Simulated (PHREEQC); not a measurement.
Make-up at 25 °C: 0.0011 mol CuSO4, 9.2e-05 mol HCl and 0.00068 mol FeCl3 per kg of water. Closed to the air; pH follows from the charge balance.

Equilibrium calculation in PHREEQC: ion-association model, wateq4f.dat.

Question: The ionic strength comes out as 0.00611 mol/kgw. What activity coefficients do Cu+2, FeSO4+, SO4-2, H+, Fe(SO4)2- get?

Answer: Cu+2 0.73, FeSO4+ 0.92, SO4-2 0.72, H+ 0.93, Fe(SO4)2- 0.92.

Precipitation was switched off in this run. The solution is supersaturated, for example in Fe(OH)3(a), Hematite (slow to form), so a real one may precipitate; this is no full list.
